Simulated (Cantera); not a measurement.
A freely propagating, adiabatic, planar premixed flame of CH₄ : O₂ : N₂ = 1 : 2.5 : 8.2 (molar parts), equivalence ratio 0.80, unburnt at 425 K and 6.22 atm; mixture-averaged transport, grid criteria slope 0.08 and curve 0.16, no radiation.

Computed with Cantera and GRI-Mech 3.0 (53 species, 325 reactions). Burning velocities carry a grid error of a few per cent, more on coarse grids.

x: mole fraction of selected species; z is measured from the peak of heat release.

```
z (mm)   T (K)  u (m/s)     x CH₄    x O₂    x HCN    x C₂H₆     x CH₃    x C₂H
-------  -----  -------  --------  ------  -------  --------  --------  -------
-0.313     426    0.328    0.0854   0.214    <1e-8   3.01e-8     <1e-8    <1e-8
-0.209     430    0.331    0.0850   0.213    <1e-8   4.78e-7   2.16e-8    <1e-8
-0.157     449    0.346    0.0837   0.212    <1e-8   3.91e-6   1.09e-7    <1e-8
-0.104     [?]    0.430    0.0773   0.203      [?]       [?]       [?]    <1e-8
-0.0522   1014    0.793    0.0508   0.163  2.24e-7  0.000357   8.23e-5    <1e-8
-0.0261   1427     1.12    0.0264   0.122  4.74e-7  0.000523  0.000648    <1e-8
0         1826     1.44   0.00472  0.0772  8.14e-7   5.54e-5  0.000898  7.31e-8
0.0261    1999     1.56  0.000144  0.0559  4.80e-7   5.64e-8   5.28e-5  2.13e-8
0.0522    2073     1.61       [?]     [?]      [?]     <1e-8       [?]    <1e-8
0.104     2147     1.66     <1e-8  0.0458  1.01e-8     <1e-8     <1e-8    <1e-8
0.209     2196     1.70     <1e-8  0.0438    <1e-8     <1e-8     <1e-8    <1e-8
0.418     2216     1.71     <1e-8  0.0432    <1e-8     <1e-8     <1e-8    <1e-8
0.836     2219     1.71     <1e-8  0.0431    <1e-8     <1e-8     <1e-8    <1e-8
```

**Question.** What belongs in the gaps?

**Answer.** 
- -0.104, T (K): 555
- -0.104, x HCN: 2.92e-8
- -0.104, x C₂H₆: 3.97e-5
- -0.104, x CH₃: 1.12e-6
- 0.0522, x CH₄: 2.49e-6
- 0.0522, x O₂: 0.0498
- 0.0522, x HCN: 1.24e-7
- 0.0522, x CH₃: 1.11e-6
